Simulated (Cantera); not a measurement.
A closed system holds: 1 mol FeS, 660 mol H2, held at 33000 Pa.

Cantera equilibrium calculation (NASA polynomials, part measured and part estimated; ideal gas, pure solids and liquids). Candidate condensed phases: Fe, FeS, FeS2, S; 8 gas species. FeS: taken at fixed stoichiometry. Kinetics and transport are ignored.

### Question
Which condensed phases are stable at each of these points (T (K)): 850, 950, 1050, 1150, 1250, 1350, 1450, 1550, 1650, 1750, 1850, 1950, 2050, 2150?

### Answer
| T (K) | condensed phases | Fe condensed (%) |
|---|---|---|
| 850 | Fe(α) + FeS(s) | 100.0 |
| 950 | Fe(α) + FeS(s) | 100.0 |
| 1050 | Fe(α) | 100.0 |
| 1150 | Fe(α) | 100.0 |
| 1250 | Fe(γ) | 100.0 |
| 1350 | Fe(γ) | 100.0 |
| 1450 | Fe(γ) | 100.0 |
| 1550 | Fe(γ) | 99.9 |
| 1650 | Fe(γ) | 99.5 |
| 1750 | Fe(δ) | 97.2 |
| 1850 | Fe(l) | 88.3 |
| 1950 | Fe(l) | 59.0 |
| 2050 | gas only | 0.0 |
| 2150 | gas only | 0.0 |

From 850 K to 950 K the condensed part is Fe(α) + FeS(s). From 1050 K to 1150 K the condensed part is Fe(α). From 1250 K to 1650 K the condensed part is Fe(γ). At 1750 K the condensed part is Fe(δ). From 1850 K to 1950 K the condensed part is Fe(l). From 2050 K to 2150 K nothing is condensed.
